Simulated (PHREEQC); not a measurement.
NH3 is added in steps, without added water, to 1 kg of water holding 35 mmol/kgw HCl and 0.14 mmol/kgw Al2(SO4)3, at 25 °C. Oxygen is held at 0.21 atm. CO2 from the air is kept out. The run lets Al(OH)3(a) precipitate or redissolve, and no other solid.

Base run: PHREEQC, ion-association model, phreeqc.dat. Each further column changes one thing. The table gives pH.

| NH3 added (mol) | base | temperature from 25 to 55 °C | 0.0013 mol/kgw NaHCO3 added | HCl from 0.035 to 0.175 mol/kgw | no solid may form |
|---|---|---|---|---|---|
| 0 | 1.52 | 1.53 | 1.54 | 0.85 | 1.52 |
| 0.0089 | 1.65 | 1.65 | 1.67 | 0.88 | 1.65 |
| 0.0178 | 1.83 | 1.84 | 1.87 | 0.90 | 1.83 |
| 0.0267 | 2.15 | 2.15 | 2.22 | 0.93 | 2.15 |
| 0.0356 | 5.26 | 4.79 | 6.73 | 0.95 | 5.94 |
| 0.0445 | 8.70 | 7.87 | 8.70 | 0.98 | 8.70 |
| 0.0534 | 9.01 | 8.18 | 9.01 | 1.01 | 9.01 |
| 0.0623 | 9.19 | 8.36 | 9.19 | 1.04 | 9.19 |
| 0.0712 | 9.32 | 8.49 | 9.32 | 1.08 | 9.32 |
| 0.0801 | 9.42 | 8.59 | 9.41 | 1.12 | 9.42 |
| 0.089 | 9.50 | 8.67 | 9.49 | 1.16 | 9.50 |

 At this temperature some constants are extrapolated from 25 °C, and those without enthalpy data are left unchanged. In at least one series the solution becomes supersaturated in solids that the run did not let form, among them Al(OH)3(a). Solids allowed in the column '0.0013 mol/kgw NaHCO3 added': Al(OH)3(a), Halite.
